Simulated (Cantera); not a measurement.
## Reactions in the system F-Pb-S

Cantera with NASA thermochemical tables; ideal gases at 1 bar, condensed phases pure. Values are per mole of reaction as written; species without (g) are pure solids or liquids, kept so even where they would boil at 1 bar.

Pb(g) + SF₆(g) ⇌ PbS + 6 F(g)

```json
[
 {"T (K)": "850", "ΔH° (kJ)": "1421.4", "ΔS° (J/K)": "616.0", "ΔG° (kJ)": "897.8", "log10 K": "-55.17"},
 {"T (K)": "950", "ΔH° (kJ)": "1423.0", "ΔS° (J/K)": "617.7", "ΔG° (kJ)": "836.1", "log10 K": "-45.97"},
 {"T (K)": "1050", "ΔH° (kJ)": "1424.3", "ΔS° (J/K)": "619.1", "ΔG° (kJ)": "774.3", "log10 K": "-38.52"},
 {"T (K)": "1150", "ΔH° (kJ)": "1425.7", "ΔS° (J/K)": "620.3", "ΔG° (kJ)": "712.3", "log10 K": "-32.35"},
 {"T (K)": "1250", "ΔH° (kJ)": "1426.9", "ΔS° (J/K)": "621.3", "ΔG° (kJ)": "650.2", "log10 K": "-27.17"},
 {"T (K)": "1350", "ΔH° (kJ)": "1428.1", "ΔS° (J/K)": "622.3", "ΔG° (kJ)": "588.1", "log10 K": "-22.75"}
]
```
